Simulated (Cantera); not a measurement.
A closed system holds: 1 mol AlCl3, 8.4 mol NH3, 2.1 mol H2, 5 mol O2, at 240 Torr.

These are equilibrium values from Cantera (NASA tables, ideal gas, pure condensed phases), not measurements of a reactor. Candidate condensed phases: Al, AlCl3, AlN, Al2O3, H2O, NH4Cl; 45 gas species. Gases not in the tables: Al(OH)3. The numbers say what is thermodynamically allowed, not how fast it happens. All values below are at 1277 °C.

Base state: H2O 0.417, H2 0.230, N2 0.206, HCl 0.147, H 2.67e-5, Cl 1.36e-5 (mole fractions); condensed: Al2O3(s).

Question: What changes in the equilibrium state with this change: AlCl3 replaced by Al?

Answer: 
| species | before | after |
|---|---|---|
| H2O | 0.417 | 0.450 |
| H2 | 0.230 | 0.328 |
| N2 | 0.206 | 0.222 |
| HCl | 0.147 | 0 |
| Cl | 1.36e-5 | 0 |
| H | 2.67e-5 | 3.19e-5 |
| Al2O3(s), mol | 0.500 | 0.500 |
